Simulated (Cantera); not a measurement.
Feed: 1 mol V, 1.3 mol NH₃, held at 62.0 mbar.

These are equilibrium values from Cantera (NASA tables, ideal gas, pure condensed phases), not measurements of a reactor. Candidate condensed phases: V, VN; 11 gas species. VN: taken at fixed stoichiometry. Condensed phases not in the tables: V₂N. Equilibrium is a limit: real reactors are often held back by kinetics, nucleation or transport.

Task: At 1677 °C, list the 3 most abundant gas species with their mole fractions, and the condensed phases.

Result: H₂ 0.924, N₂ 0.0713, H 0.00443. Condensed: VN(s).
